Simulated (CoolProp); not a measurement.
Computed with CoolProp (reference Helmholtz-energy equation of state, de Reuck 1993).

Problem. For methanol, give the phase and the isothermal compressibility (1/MPa), viscosity (µPa s) at 246.7 K and 19.7 MPa; 308.6 K and 19.7 MPa.

Solution. 
- 246.7 K and 19.7 MPa: liquid; isothermal compressibility 0.000765, viscosity 1480
- 308.6 K and 19.7 MPa: liquid; isothermal compressibility 0.00107, viscosity 525

Viscosity comes from a separate model (Xiang 2006).
